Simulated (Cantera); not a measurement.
An isothermal, constant-pressure homogeneous reactor starts with N2O : O2 = 1.3 : 1.1 (molar parts), at 1225 K and 13300 Pa.

Cantera simulation using GRI-Mech 3.0 (53 species, 325 reactions); the numbers are that mechanism's predictions, not measurements. GRI-Mech 3.0 was tuned for natural gas; its chemistry of N2O as a main component is partial and can be far from experiment. The mechanism lacks the step 2 NO + O2 → 2 NO2, which can matter for NO2 below about 1400 K. The temperature is held fixed by assumption; the heat of reaction is taken as removed at once.

One state of this run: x N2O = 0.533; x O2 = 0.460; x N2 = 0.00624; x NO2 = 5.91e-7; x NO = 0.000762; x O = 2.66e-6. x: mole fraction; the columns are a selection and need not sum to one.

### Question
Which value of t (s) does it belong to?
(A) 0.0950
(B) 0.00966
(C) 2.00
(D) 0.436

### Answer
A, 0.0950
